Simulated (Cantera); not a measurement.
Charge: 1 mol SiCl4, 0.0052 mol C2H4, 390 mol H2, held at 450 Pa.

Cantera equilibrium calculation (NASA polynomials, part measured and part estimated; ideal gas, pure solids and liquids). Candidate condensed phases: C, C6H6, C7H8, C8H18, Si, SiC; 109 gas species. Mutual solubility and eutectic melting of coexisting phases are not modelled. The tables' values for SiCl are old estimates; treat these amounts as uncertain. Gases not in the tables: Si2H6 and higher silanes. The numbers say what is thermodynamically allowed, not how fast it happens.

log p: log10 of the partial pressure in bar; n: condensed amount in mol.

```csv
T (K),log p H2,log p H,log p HCl,log p Si,log p Cl,n Si(s),n SiC(s),n Si(l)
1175,-2.35,-8.09,-4.36,-12.27,-10.15,0.900,0.0104,0
1325,-2.35,-6.96,-4.36,-10.03,-9.05,0.887,0.0104,0
1475,-2.35,___,-4.36,___,___,0.873,0.0104,0
1625,-2.35,-5.33,-4.37,-6.79,-7.45,0.842,0.0103,0
1775,-2.35,-4.72,-4.37,-5.66,-6.84,0,0.00853,0.640
1925,-2.36,-4.20,-4.36,-5.02,-6.33,0,0,0
2075,-2.37,___,-4.36,-4.98,___,0,0,0
2225,-2.39,-3.39,-4.39,-4.98,-5.52,0,0,0
2375,-2.44,-3.07,-4.45,-5.00,-5.22,0,0,0
```

Q: Some entries are withheld; supply them.

A: 
- 1475, log p H: -6.06
- 1475, log p Si: -8.24
- 1475, log p Cl: -8.17
- 2075, log p H: -3.76
- 2075, log p Cl: -5.89
